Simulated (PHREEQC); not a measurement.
0.1 mol of Gypsum (CaSO4:2H2O) is brought to equilibrium with 1 kg of water, at 20 °C under several pressures of CO2. Oxygen is held at 0.21 atm. Only these solids could form: Gypsum, Calcite.

Equilibrium calculation in PHREEQC: ion-association model, phreeqc.dat.

Question: Predict CO2 (mol/kgw) at log pCO2 (atm) = -4.5, -2, -1.5, -0.5.

Answer: 
| log pCO2 (atm) | CO2 (mol/kgw) |
|---|---|
| -4.5 | 1.23e-6 |
| -2 | 0.000388 |
| -1.5 | 0.00123 |
| -0.5 | 0.0122 |
